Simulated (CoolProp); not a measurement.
A simple Rankine cycle with water: condensing at 306.15 K, boiler at 0.474 MPa, turbine inlet 438 K, turbine efficiency 0.75, pump efficiency 0.7, no recuperator. Each further row changes one setting.

The numbers come from the reference Helmholtz-energy equation of state, Wagner 2002 in CoolProp.

```tsv
case	thermal efficiency (%)	net work (kJ/kg)	heat in (kJ/kg)	turbine exit temperature (K)	volume ratio over the turbine
as stated	19.0	502	2640	306.1	60.2
turbine inlet 458 K	19.1	512	2690	306.1	58.0
condensing temperature 298.15 K	20.2	541	2670	298.1	92.1
boiler pressure 0.332 MPa	17.6	468	2650	306.1	42.5
turbine efficiency 0.65	16.5	435	2640	306.1	62.0
```

The expansion ends wet for: as stated; turbine inlet 458 K; condensing temperature 298.15 K; boiler pressure 0.332 MPa; turbine efficiency 0.65.
